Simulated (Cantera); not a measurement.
Standard-state values (1 bar) from the NASA 1993 polynomials, evaluated with Cantera. Values are per mole of reaction as written; species without (g) are pure solids or liquids, kept so even where they would boil at 1 bar.

2 O3(g) + 6 H(g) + 3 Cu = 3 Cu(OH)2

```json
[
 {"T (K)": "423", "ΔH° (kJ)": "-2941.6", "ΔS° (J/K)": "-937.5", "ΔG° (kJ)": "-2545.0", "log10 K": "314.27"},
 {"T (K)": "498", "ΔH° (kJ)": "(withheld)", "ΔS° (J/K)": "(withheld)", "ΔG° (kJ)": "(withheld)", "log10 K": "(withheld)"},
 {"T (K)": "573", "ΔH° (kJ)": "-2939.5", "ΔS° (J/K)": "-933.3", "ΔG° (kJ)": "-2404.7", "log10 K": "219.21"},
 {"T (K)": "648", "ΔH° (kJ)": "(withheld)", "ΔS° (J/K)": "(withheld)", "ΔG° (kJ)": "(withheld)", "log10 K": "(withheld)"},
 {"T (K)": "723", "ΔH° (kJ)": "-2936.1", "ΔS° (J/K)": "-928.1", "ΔG° (kJ)": "-2265.1", "log10 K": "163.64"},
 {"T (K)": "798", "ΔH° (kJ)": "-2933.9", "ΔS° (J/K)": "-925.2", "ΔG° (kJ)": "-2195.6", "log10 K": "143.71"},
 {"T (K)": "873", "ΔH° (kJ)": "(withheld)", "ΔS° (J/K)": "(withheld)", "ΔG° (kJ)": "(withheld)", "log10 K": "(withheld)"},
 {"T (K)": "948", "ΔH° (kJ)": "-2928.7", "ΔS° (J/K)": "-919.3", "ΔG° (kJ)": "-2057.2", "log10 K": "113.35"},
 {"T (K)": "1023", "ΔH° (kJ)": "(withheld)", "ΔS° (J/K)": "(withheld)", "ΔG° (kJ)": "(withheld)", "log10 K": "(withheld)"}
]
```

Q: What belongs in the gaps?

A: 
- 498, ΔH° (kJ): -2940.7
- 498, ΔS° (J/K): -935.5
- 498, ΔG° (kJ): -2474.8
- 498, log10 K: 259.57
- 648, ΔH° (kJ): -2938.0
- 648, ΔS° (J/K): -930.9
- 648, ΔG° (kJ): -2334.8
- 648, log10 K: 188.20
- 873, ΔH° (kJ): -2931.4
- 873, ΔS° (J/K): -922.2
- 873, ΔG° (kJ): -2126.3
- 873, log10 K: 127.22
- 1023, ΔH° (kJ): -2926.0
- 1023, ΔS° (J/K): -916.5
- 1023, ΔG° (kJ): -1988.4
- 1023, log10 K: 101.53
